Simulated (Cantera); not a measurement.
Charge: 1 mol B, 0.51 mol O₂, 64 mol H₂, at 1375 K and 52.0 Pa.

These are equilibrium values from Cantera (NASA tables, ideal gas, pure condensed phases), not measurements of a reactor. Kinetics and transport are ignored.

| species | before | after |
|---|---|---|
| H₂ | 0.986 | 0.999 |
| HBO | 0.0119 | 0.00105 |
| B₃O₃H₃ | 5.89e-6 | 0.000153 |
| B₂O₂ | 0.00154 | 2.87e-5 |
| BO | 5.69e-5 | 1.67e-7 |
| B₂O₃ | 0.000175 | 3.20e-6 |
| H | 0.000149 | 3.27e-6 |
| HBO₂ | 0.000134 | 9.04e-6 |
| B(s), mol | 0 | 0.287 |
| B₂O₃(l), mol | 0 | 0.306 |
Gas species are given as mole fractions.

Problem. Which change was made?
(A) temperature from 1375 K to 1575 K
(B) O₂ from 0.51 to 0.23 mol
(C) pressure from 52.0 Pa to 0.100 bar
(D) temperature from 1375 K to 1150 K

Solution. D, temperature from 1375 K to 1150 K. Mutual solubility and eutectic melting of coexisting phases are not modelled
